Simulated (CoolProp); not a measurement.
Methanol at several states: Z from the reference equation and from simpler models built on Tc = 240.2 °C, pc = 8216 kPa, ω = 0.565; each cubic takes its own stable root.

Model: reference Helmholtz-energy equation of state, de Reuck 1993, in CoolProp.

| T (°C) | p (kPa) | phase | reference |
|---|---|---|---|
| 298.05 | 2300 | gas | 0.9373 |
| -12.25 | 19.6 | liquid | 0.0003526 |
| 155.35 | 68 | gas | 0.9940 |
| 89.05 | 840 | liquid | 0.01235 |
| 56.45 | 14 | gas | 0.9949 |

### Question
How far does each simpler model (van der Waals, Soave-Redlich-Kwong, Peng-Robinson) lie from the reference over these 5 states: mean and median of the absolute difference, and the worst?

### Answer
- van der Waals: mean 57994.8 %, median 0.5 %, worst +282571.6 % at -12.25 °C and 19.6 kPa
- Soave-Redlich-Kwong: mean 12.3 %, median 0.3 %, worst +30.8 % at 89.05 °C and 840 kPa
- Peng-Robinson: mean 6.6 %, median 1.0 %, worst +16.2 % at -12.25 °C and 19.6 kPa

At some of these states van der Waals gives the other phase, because its saturation line lies elsewhere.
